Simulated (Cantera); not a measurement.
## Abatement and gas-phase synthesis: SO2 + O2 + H2

A closed system holds: 1 mol SO2, 0.15 mol O2, 2.9 mol H2, held at 4.90 mbar.

Method: chemical equilibrium by Gibbs-energy minimisation in Cantera with the NASA 1993 tables (ideal gas, pure condensed phases). Candidate condensed phases: H2O, H2SO4, S; 19 gas species. Rates play no part.

```tsv
T (°C)	x H2O	x H2	x H	x S2	x SO	x SO2	x S	x H2S	x OH	x SH
1225	0.564	0.253	0.000123	0.106	0.00403	0.0487	0.000185	0.0211	7.80e-6	0.00263
1300	0.534	0.280	0.000307	0.0997	0.00697	0.0591	0.000412	0.0160	2.12e-5	0.00357
1375	0.503	0.305	0.000703	0.0923	0.0113	0.0690	0.000844	0.0123	5.20e-5	0.00464
1450	0.473	0.329	0.00149	0.0839	0.0172	0.0780	0.00161	0.00947	0.000118	0.00581
1525	0.443	0.351	0.00298	0.0747	0.0249	0.0856	0.00285	0.00732	0.000247	0.00703
1600	0.414	0.370	0.00561	0.0648	0.0343	0.0914	0.00476	0.00564	0.000487	0.00819
1675	0.387	0.386	0.0100	0.0544	0.0452	0.0954	0.00747	0.00430	0.000909	0.00920
1750	0.361	0.397	0.0171	0.0439	0.0572	0.0975	0.0111	0.00323	0.00162	0.00993
1825	0.337	0.403	0.0279	0.0337	0.0693	0.0978	0.0154	0.00237	0.00277	0.0103
1900	0.315	0.403	0.0438	0.0244	0.0806	0.0964	0.0201	0.00169	0.00458	0.0101
1975	0.294	0.395	0.0660	0.0165	0.0901	0.0937	0.0248	0.00115	0.00736	0.00942
2050	0.274	0.380	0.0959	0.0105	0.0971	0.0897	0.0288	0.000756	0.0115	0.00836
2125	0.253	0.358	0.135	0.00637	0.101	0.0846	0.0320	0.000478	0.0175	0.00712
```
x: gas mole fraction; nothing condenses.

From 1225 °C to 2125 °C nothing is condensed.
